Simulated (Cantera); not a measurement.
A closed system holds: 1 mol FeS2, 0.25 mol H2S, 3 mol N2, equilibrated at 1775 K and 100 Torr.

Method: chemical equilibrium by Gibbs-energy minimisation in Cantera with the NASA 1993 tables (ideal gas, pure condensed phases). Candidate condensed phases: Fe, FeS, FeS2, S; 16 gas species. FeS: taken at fixed stoichiometry. Equilibrium is a limit: real reactors are often held back by kinetics, nucleation or transport.

Base state: N2 0.777, S2 0.155, H2 0.0537, H2S 0.00911, SH 0.00372, S 0.000653, H 0.000184, Fe 1.99e-5 (mole fractions); condensed: FeS(l).

What changes in the equilibrium state with this change: H2S from 0.25 to 0.46 mol?


```
species        before     after
-----------  --------  --------
N2              0.777     0.721
S2              0.155     0.165
H2             0.0537    0.0919
H2S           0.00911    0.0160
Fe            1.99e-5   1.93e-5
SH            0.00372   0.00501
H            0.000184  0.000240
S            0.000653  0.000673
FeS(l), mol     1.000     1.000
```
